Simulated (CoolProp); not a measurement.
R1234yf at several states: density (kg/m³) from the reference equation and from simpler models built on Tc = 94.7 °C, pc = 33.84 bar, ω = 0.276; each cubic takes its own stable root.

Model: reference Helmholtz-energy equation of state, Lemmon 2022, in CoolProp.

| T (°C) | p (bar) | phase | reference |
|---|---|---|---|
| -64.85 | 34.9 | liquid | 1364 |
| -33.55 | 57.4 | liquid | 1290 |
| 68.55 | 32.3 | liquid | 922.5 |
| 37.55 | 10.6 | liquid | 1045 |
| -74.15 | 0.15 | liquid | 1381 |
| 79.65 | 24.5 | gas | 168.1 |

**Question.** How far does each simpler model (van der Waals, Redlich-Kwong, Soave-Redlich-Kwong, Peng-Robinson) lie from the reference over these 6 states: mean and median of the absolute difference, and the worst?

**Answer.** 
- van der Waals: mean 54.8 %, median 40.0 %, worst -99.9 % at -74.15 °C and 0.15 bar
- Redlich-Kwong: mean 41.3 %, median 16.4 %, worst -99.9 % at -74.15 °C and 0.15 bar
- Soave-Redlich-Kwong: mean 11.1 %, median 10.8 %, worst -16.2 % at 68.55 °C and 32.3 bar
- Peng-Robinson: mean 1.7 %, median 1.0 %, worst -5.5 % at 68.55 °C and 32.3 bar

At some of these states van der Waals, Redlich-Kwong gives the other phase, because its saturation line lies elsewhere.
